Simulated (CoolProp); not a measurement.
Properties of hexamethyldisiloxane (MM) at several states.

Values from CoolProp's reference Helmholtz-energy equation of state, Thol 2016.

| T (°C) | p (MPa) | phase | Z | cv (kJ/(kg K)) | speed of sound (m/s) | expansivity (1/kK) |
|---|---|---|---|---|---|---|
| 78.15 | 0.175 | liquid | 0.01387 | 1.675 | 693.6 | 1.639 |
| 289.65 | 0.272 | gas | [?] | 2.106 | [?] | 2.046 |
| -63.15 | 0.253 | liquid | [?] | [?] | 1211 | [?] |

What belongs in the gaps?


- 289.65, Z: 0.9616
- 289.65, speed of sound (m/s): 165.6
- -63.15, Z: 0.02768
- -63.15, cv (kJ/(kg K)): 1.379
- -63.15, expansivity (1/kK): 1.196
